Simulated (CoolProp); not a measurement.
Vapour-liquid equilibrium of isopentane (1) + R365MFC (2) at 1390 kPa; x and y are mole fractions of (1).

The numbers come from the multi-fluid Helmholtz-energy mixture model, Lemmon 2006 and Lemmon 2016; pair parameters Bell 2016 in CoolProp.

Give the bubble temperature and the first vapour's composition at x = 0.35, 0.65, 0.95. Is there an azeotrope?

x = 0.35: 397.8 K, y = 0.433; x = 0.65: 395.7 K, y = 0.629; x = 0.95: 402.9 K, y = 0.914. y crosses x between x = 0.55 and 0.65: the model has an azeotrope there.

Pair parameters are fitted to limited data, so mixtures are less certain than the pure fluids.
